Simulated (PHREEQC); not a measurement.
Consider water at 20 °C with 0.0014 mol/kgw HF and 0.041 mol/kgw H2SiF6. Closed to the air; pH follows from the charge balance.

The numbers come from PHREEQC with the ion-association model, phreeqc.dat.

No solid was allowed to form.

**Question.** What pH does the model give?

**Answer.** pH 1.18.

**Question.** In which forms is Si present?

**Answer.** SiF6-2 98 %, H4SiO4 2.4 % of the Si.

Saturation is exceeded, for instance for Quartz (slow to form), Chalcedony (slow to form); the values hold only as long as no solid forms. Species that the database lacks are ignored. SiF6-2 is the database's only silicon fluoride.
